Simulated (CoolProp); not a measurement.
Vapour-liquid equilibrium of R114 (1) + n-pentane (2) at 118 kPa; x and y are mole fractions of (1).

Model: multi-fluid Helmholtz-energy mixture model, Platzer 1990 and Thol 2019; pair parameters Bell 2016, in CoolProp. This equation is an older, rougher fit; its heat capacities, sound speeds and derivatives of the liquid may be far off and weren't checked against measurements.

| x | bubble temperature (K) | y at the bubble point | dew temperature at overall composition x (K) | liquid density (mol/L) |
|---|---|---|---|---|
| 0.05 | 308.7 | 0.190 | [?] | 8.447 |
| 0.15 | 301.2 | 0.433 | 309.8 | [?] |
| 0.25 | 296.0 | 0.576 | 307.0 | 8.585 |
| 0.35 | 292.3 | 0.668 | 303.9 | 8.623 |
| 0.45 | 289.5 | 0.735 | 300.6 | 8.651 |
| 0.55 | 287.3 | 0.788 | 297.0 | 8.675 |
| 0.65 | 285.5 | 0.833 | 293.0 | [?] |
| 0.75 | 284.0 | 0.876 | 288.9 | 8.726 |
| 0.85 | 282.6 | [?] | 284.9 | 8.756 |
| 0.95 | 281.4 | 0.971 | 281.9 | 8.793 |

Task: What belongs in the gaps?

Result: 
- 0.05, dew temperature at overall composition x (K): 312.5
- 0.15, liquid density (mol/L): 8.531
- 0.65, liquid density (mol/L): 8.699
- 0.85, y at the bubble point: 0.921

No azeotrope shows between x = 0.05 and 0.95.

Pair parameters are fitted to limited data, so mixtures are less certain than the pure fluids.
